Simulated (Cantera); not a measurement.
What does this Cantera script print?

```python
import numpy as np
import cantera as ct

gas = ct.Solution("gri30.yaml")
gas.TPX = 650, 110000, {'CH4': 1, 'CO': 0.11, 'O2': 1.47, 'N2': 5.52}
flame = ct.FreeFlame(gas, width=0.037)
flame.set_refine_criteria(ratio=3, slope=0.08, curve=0.16)
flame.transport_model = "mixture-averaged"
flame.solve(loglevel=0, auto=True)
flame.transport_model = "multicomponent"
flame.soret_enabled = True
flame.solve(loglevel=0, refine_grid=True)
z, T = flame.grid, flame.T
thick = (T[-1] - T[0]) / np.gradient(T, z).max()
show = ['CH4', 'CO', 'O2', 'O', 'CO2', 'OH']
print(f"laminar burning velocity  {flame.velocity[0] * 100:.3f} cm/s")
print(f"burnt temperature         {T[-1]:.1f} K")
print(f"thermal thickness         {thick * 1e3:.4f} mm")
print(f"grid points               {len(z)}")
z0 = z[flame.heat_release_rate.argmax()]
print(f"{'z/mm':>9s}{'T/K':>9s}{'u/(m/s)':>9s}" + "".join(f"{s:>11s}" for s in show))
rows = []
for k in (-3, -2, -1.5, -1, -0.5, -0.25, 0, 0.25, 0.5, 1, 2, 4, 8):
    zz = z0 + k * thick
    rows.append([k * thick, np.interp(zz, z, T), np.interp(zz, z, flame.velocity),
                 *(np.interp(zz, z, flame.X[gas.species_index(s)]) for s in show)])
    print(f"{rows[-1][0] * 1e3:9.3f}{rows[-1][1]:9.1f}{rows[-1][2]:9.3f}" + "".join(f"{x:11.3e}" for x in rows[-1][3:]))
```

It prints:

```
laminar burning velocity  96.544 cm/s
burnt temperature         2240.8 K
thermal thickness         0.3865 mm
grid points               139
     z/mm      T/K  u/(m/s)        CH4         CO         O2          O        CO2         OH
   -1.159    650.5    0.968  1.231e-01  1.356e-02  1.811e-01  3.412e-13  5.552e-07  7.331e-12
   -0.773    655.2    0.979  1.220e-01  1.362e-02  1.802e-01  5.790e-11  1.040e-05  1.060e-09
   -0.580    670.9    1.006  1.197e-01  1.398e-02  1.787e-01  1.577e-09  6.011e-05  1.662e-08
   -0.386    767.7    1.162  1.103e-01  1.699e-02  1.710e-01  1.294e-07  6.134e-04  6.164e-07
   -0.193   1192.3    1.844  7.519e-02  3.551e-02  1.306e-01  1.061e-05  5.336e-03  2.348e-05
   -0.097   1572.3    2.473  4.141e-02  5.738e-02  8.639e-02  7.908e-05  1.216e-02  2.170e-04
    0.000   1915.2    3.056  1.177e-02  8.011e-02  3.964e-02  2.914e-04  2.195e-02  1.144e-03
    0.097   2084.6    3.341  1.690e-03  8.830e-02  1.330e-02  4.608e-04  3.152e-02  2.629e-03
    0.193   2135.6    3.419  1.952e-04  8.637e-02  4.211e-03  4.752e-04  3.864e-02  3.436e-03
    0.386   2158.5    3.445  3.951e-06  8.145e-02  8.557e-04  4.100e-04  4.540e-02  3.575e-03
    0.773   2174.9    3.464  1.353e-08  7.934e-02  4.310e-04  3.117e-04  4.797e-02  3.198e-03
    1.546   2194.0    3.490  2.403e-11  7.939e-02  2.797e-04  2.040e-04  4.808e-02  2.640e-03
    3.092   2213.9    3.518  2.836e-13  7.972e-02  1.493e-04  1.086e-04  4.789e-02  1.968e-03
```

Computed with Cantera and GRI-Mech 3.0 (53 species, 325 reactions). Burning velocities carry a grid error of a few per cent, more on coarse grids.
